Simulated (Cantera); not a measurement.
Input: 1 mol SiH₂Cl₂, 1.3 mol NO, 1.5 mol N₂, held at 1248.15 K and 13.3 mbar.

Cantera equilibrium calculation (NASA polynomials, part measured and part estimated; ideal gas, pure solids and liquids). Candidate condensed phases: H₂O, NH₄Cl, Si, SiO₂, Si₂N₂O, Si₃N₄; 47 gas species. Mutual solubility and eutectic melting of coexisting phases are not modelled. The tables' values for SiCl₃ are old estimates; treat these amounts as uncertain. The tables hold silica as quartz up to 1696 K and as liquid above; real silica turns to tridymite and cristobalite and melts near 1996 K. Equilibrium is a limit: real reactors are often held back by kinetics, nucleation or transport.

Base state: N₂ 0.500, HCl 0.459, H₂ 0.0269, SiCl₄ 0.0131, SiCl₃ 0.000318, SiCl₂ 5.54e-5, SiHCl₃ 2.71e-5 (mole fractions); condensed: SiO₂(β-quartz) + Si₂N₂O(s).

Q: What changes in the equilibrium state with this change: N₂ from 1.5 to 11 mol?

A: 
```
species                before    after
-------------------  --------  -------
N₂                      0.500    0.853
HCl                     0.459    0.139
H₂                     0.0269  0.00488
SiCl₄                  0.0131  0.00237
SiHCl₃                2.71e-5  2.93e-6
SiCl₃                0.000318  8.05e-5
SiO₂(β-quartz), mol     0.551    0.544
Si₂N₂O(s), mol          0.198    0.211
```

Q: What changes in the equilibrium state with this change: temperature from 1248.15 K to 798.15 K?

A: 
| species | before | after |
|---|---|---|
| N₂ | 0.500 | 0.495 |
| HCl | 0.459 | 0.485 |
| H₂ | 0.0269 | 0.0131 |
| SiCl₄ | 0.0131 | 0.00657 |
| SiCl₂ | 5.54e-5 | <1e-9 |
| SiCl₃ | 0.000318 | 7.92e-9 |
| SiHCl₃ | 2.71e-5 | 1.57e-7 |
| SiO₂(β-quartz), mol | 0.551 | 0 |
| Si₂N₂O(s), mol | 0.198 | 0.216 |
| SiO₂(α-quartz), mol | 0 | 0.542 |
